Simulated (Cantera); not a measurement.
Input (Python, Cantera):

```python
import numpy as np
import cantera as ct

gas = ct.Solution("h2o2.yaml")
gas.TPX = 575, 100000, {'H2': 1, 'O2': 0.25, 'N2': 0.94}
flame = ct.FreeFlame(gas, width=0.04)
flame.set_refine_criteria(ratio=3, slope=0.08, curve=0.16)
flame.transport_model = "unity-Lewis-number"
flame.solve(loglevel=0, auto=True)
z, T = flame.grid, flame.T
thick = (T[-1] - T[0]) / np.gradient(T, z).max()
show = ['H2', 'O2', 'H', 'O', 'OH', 'H2O']
print(f"laminar burning velocity  {flame.velocity[0] * 100:.3f} cm/s")
print(f"burnt temperature         {T[-1]:.1f} K")
print(f"thermal thickness         {thick * 1e3:.4f} mm")
print(f"grid points               {len(z)}")
z0 = z[flame.heat_release_rate.argmax()]
print(f"{'z/mm':>9s}{'T/K':>9s}{'u/(m/s)':>9s}" + "".join(f"{s:>11s}" for s in show))
rows = []
for k in (-3, -2, -1.5, -1, -0.5, -0.25, 0, 0.25, 0.5, 1, 2, 4, 8):
    zz = z0 + k * thick
    rows.append([k * thick, np.interp(zz, z, T), np.interp(zz, z, flame.velocity),
                 *(np.interp(zz, z, flame.X[gas.species_index(s)]) for s in show)])
    print(f"{rows[-1][0] * 1e3:9.3f}{rows[-1][1]:9.1f}{rows[-1][2]:9.3f}" + "".join(f"{x:11.3e}" for x in rows[-1][3:]))
```

It prints:

```
laminar burning velocity  510.867 cm/s
burnt temperature         2266.0 K
thermal thickness         0.3893 mm
grid points               118
     z/mm      T/K  u/(m/s)         H2         O2          H          O         OH        H2O
   -1.168    575.0    5.109  4.566e-01  1.142e-01  3.837e-14  2.082e-13  6.216e-15  3.240e-08
   -0.779    575.0    5.109  4.566e-01  1.142e-01  5.010e-12  2.724e-11  8.142e-13  7.064e-07
   -0.584    575.0    5.109  4.566e-01  1.142e-01  1.079e-10  5.817e-10  1.748e-11  5.630e-06
   -0.389    575.8    5.115  4.565e-01  1.141e-01  1.147e-08  4.106e-08  1.452e-09  9.732e-05
   -0.195    619.9    5.492  4.521e-01  1.115e-01  9.925e-05  1.274e-05  1.957e-05  5.625e-03
   -0.097    854.4    7.461  4.205e-01  9.526e-02  5.914e-03  2.907e-04  3.534e-04  4.082e-02
    0.000   1258.3   10.723  3.131e-01  4.826e-02  4.964e-02  2.388e-03  1.830e-03  1.372e-01
    0.097   1518.2   12.729  2.242e-01  1.139e-02  9.044e-02  2.735e-03  3.885e-03  2.125e-01
    0.195   1642.6   13.648  2.079e-01  2.612e-03  9.163e-02  1.983e-03  4.770e-03  2.321e-01
    0.389   1770.7   14.563  2.141e-01  7.822e-04  7.630e-02  1.465e-03  5.222e-03  2.384e-01
    0.779   1897.5   15.443  2.248e-01  4.687e-04  5.789e-02  9.864e-04  5.083e-03  2.422e-01
    1.557   2013.9   16.231  2.345e-01  2.568e-04  4.097e-02  5.607e-04  4.396e-03  2.462e-01
    3.115   2107.1   16.850  2.422e-01  1.224e-04  2.741e-02  2.743e-04  3.397e-03  2.497e-01
```

Model: the H2/O2 subset of GRI-Mech 3.0, which has no nitrogen chemistry, integrated in Cantera. Unity Lewis numbers drop preferential diffusion, which matters most where H2 and H carry the flame. Burning velocities carry a grid error of a few per cent, more on coarse grids.
